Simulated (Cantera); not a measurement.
**Gas-phase reforming**

An isothermal, constant-pressure homogeneous reactor starts with CH4 : H2O : N2 = 1 : 0.8 : 0.028 (molar parts), at 1325 K and 12.0 bar.

Cantera simulation using GRI-Mech 3.0 (53 species, 325 reactions); the numbers are that mechanism's predictions, not measurements. The pressure lies above the range GRI-Mech 3.0 was tuned for (to about 10 atm).

| t (s) | x CH4 | x H2O | x C2H | x C2H6 | x CH2 | x C2H2 |
|---|---|---|---|---|---|---|
| 4.00e-6 | 0.547 | 0.438 | <1e-12 | 4.68e-11 | <1e-12 | <1e-12 |
| 1.37e-5 | 0.547 | 0.438 | <1e-12 | 1.87e-9 | <1e-12 | <1e-12 |
| 4.68e-5 | 0.547 | 0.438 | <1e-12 | 6.98e-8 | <1e-12 | <1e-12 |
| 0.000160 | 0.547 | 0.438 | <1e-12 | 1.58e-6 | 1.11e-12 | 4.22e-12 |
| 0.000548 | 0.547 | 0.438 | <1e-12 | 1.08e-5 | 1.37e-12 | 1.72e-10 |
| 0.00187 | 0.547 | 0.438 | <1e-12 | 4.27e-5 | 1.46e-12 | 3.62e-9 |
| 0.00641 | 0.547 | 0.438 | <1e-12 | 0.000145 | 1.76e-12 | 8.89e-8 |
| 0.0219 | 0.546 | 0.438 | <1e-12 | 0.000412 | 2.55e-12 | 3.08e-6 |
| 0.0750 | 0.542 | 0.437 | <1e-12 | 0.000710 | 3.48e-12 | 0.000104 |
| 0.256 | 0.530 | 0.434 | <1e-12 | 0.000679 | 4.62e-12 | 0.00165 |
| 0.877 | 0.490 | 0.425 | 3.53e-12 | 0.000668 | 9.82e-12 | 0.00804 |
| 3.00 | 0.417 | 0.409 | 8.48e-12 | 0.00179 | 1.79e-11 | 0.0123 |
x: mole fraction; the columns are a selection and need not sum to one.

Equilibrium at this temperature and pressure: CH4 0.0679, H2O 0.00738, C2H <1e-12, C2H6 1.04e-5, CH2 <1e-12, C2H2 1.91e-6 (gas phase only).
